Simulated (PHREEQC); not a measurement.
Na2CO3 is added in steps, without added water, to 1 kg of water holding 120 mmol/kgw CdSO4, 15 mmol/kgw H3BO3 and 1.5 mmol/kgw HCl, at 25 °C. Oxygen is held at 0.21 atm. No CO2 enters from the air. Solids allowed: Cd(OH)2, Otavite, CdOHCl, Halite, Mirabilite, Nahcolite, Natron. Others were left out.

Base run: PHREEQC, ion-association model, wateq4f.dat. Each further column changes one thing. The table gives pH.

| Na2CO3 added (mol) | base | Davies equation for every ion | metal-ligand complexes left out | Debye-Hückel limiting law | database phreeqc.dat |
|---|---|---|---|---|---|
| 0 | 3.25 | 3.26 | 3.52 | 3.32 | 3.24 |
| 0.0175 | 4.80 | 4.80 | [?] | 5.05 | 4.80 |
| 0.03062 | 4.84 | 4.85 | 4.65 | 5.07 | 4.84 |
| 0.04813 | 4.91 | 4.92 | 4.69 | 5.11 | 4.91 |
| 0.06125 | 4.97 | 4.98 | 4.74 | 5.15 | 4.97 |
| 0.07875 | 5.07 | 5.09 | 4.81 | [?] | 5.07 |
| 0.09187 | 5.18 | 5.20 | 4.89 | 5.30 | 5.18 |
| 0.1094 | 5.41 | 5.44 | 5.09 | 5.51 | 5.41 |
| 0.1225 | 7.87 | 7.93 | 7.86 | 7.78 | 7.92 |
| 0.14 | 9.39 | 9.42 | 9.56 | [?] | 9.41 |

### Question
Fill in the missing entries.

### Answer

- 0.0175, metal-ligand complexes left out: 4.62
- 0.07875, Debye-Hückel limiting law: 5.22
- 0.14, Debye-Hückel limiting law: 9.18

The database's cadmium carbonate complexes are estimates of doubtful size.  phreeqc.dat and wateq4f.dat share most of their constants, so their agreement is no independent check. Solids allowed in the column 'database phreeqc.dat': Halite, Cd(OH)2, Otavite.
